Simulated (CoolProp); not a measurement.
Vapour-liquid equilibrium of benzene (1) + n-dodecane (2) at 12.7 kPa; x and y are mole fractions of (1).

Values from CoolProp's multi-fluid Helmholtz-energy mixture model, Thol 2012 and Lemmon 2004; pair parameters Bell 2016.

Question: Give the bubble temperature and the first vapour's composition at x = 0.2, 0.5, 0.8. Is there an azeotrope?

Answer: x = 0.2: 337.4 K, y = 0.981; x = 0.5: 311.6 K, y = 0.998; x = 0.8: 302.6 K, y = 0.999. No azeotrope shows between x = 0.05 and 0.95.

Pair parameters are fitted to limited data, so mixtures are less certain than the pure fluids. The gap from Raoult's law changes sign with composition, which may be real or a fault of the pair parameters; it wasn't checked against measurements.
